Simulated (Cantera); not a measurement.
Cantera with NASA thermochemical tables; ideal gases at 1 bar, condensed phases pure. Values are per mole of reaction as written; species without (g) are pure solids or liquids, kept so even where they would boil at 1 bar.

Between 300 and 923 K, where is each reaction favourable under standard conditions?
- 3 H2O(g) + Cr = CrO3(g) + 3 H2(g)


- 3 H2O(g) + Cr = CrO3(g) + 3 H2(g): ΔG° is 412 kJ at 300 K and 360 kJ at 923 K; it stays positive (K < 1). ΔH° is 446 kJ and ΔS° 93 J/K at 923 K.
